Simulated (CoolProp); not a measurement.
Computed with CoolProp (reference Helmholtz-energy equation of state, Lemmon 2005). It is a short technical equation, of lower accuracy than the large ones.

For 1-butene, give the phase and the density (kg/m³), cp (kJ/(kg K)), isothermal compressibility (1/MPa), expansivity (1/kK) at 190.5 K and 0.191 bar.


- 190.5 K and 0.191 bar: liquid; density 708, cp 1.95, isothermal compressibility 0.000937, expansivity 1.48
